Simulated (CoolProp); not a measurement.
A single-stage vapour-compression cycle with R1233zd(E): evaporating at 265.15 K (dew point), condensing at 323.15 K (bubble point), superheat 2 K, subcooling 0 K, compressor efficiency 0.7, no pressure losses. Each further row changes one setting.

Values from CoolProp's reference Helmholtz-energy equation of state, Akasaka 2022.

```
case                              cooling COP  pressure ratio  discharge temperature (K)  refrigerating effect (kJ/kg)  volumetric capacity (kJ/m³)
--------------------------------  -----------  --------------  -------------------------  ----------------------------  ---------------------------
as stated                                2.51            8.71                      342.8                           139                          281
evaporating temperature 270.15 K         2.87            6.92                      340.3                           143                          357
condensing temperature 318.15 K          2.83            7.49                      337.3                           146                          294
subcooling 5 K                           2.63            8.71                      342.8                           146                          294
superheat 12 K                           2.55            8.71                      353.5                           147                          285
compressor efficiency 0.6                2.15            8.71                      353.1                           139                          281
```
